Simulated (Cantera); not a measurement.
Feed: 1 mol Si, 3.3 mol NF₃, a varied amount of N₂, equilibrated at 873 K and 0.490 bar.

Method: chemical equilibrium by Gibbs-energy minimisation in Cantera with the NASA 1993 tables (ideal gas, pure condensed phases). Candidate condensed phases: Si, Si₃N₄; 16 gas species. Rates play no part.

Task: At 51 mol N₂, list the 5 most abundant gas species with their mole fractions, and the condensed phases.

Result: N₂ 0.932, F₂ 0.0329, SiF₄ 0.0178, NF₃ 0.0111, F 0.00603. Condensed: gas only.
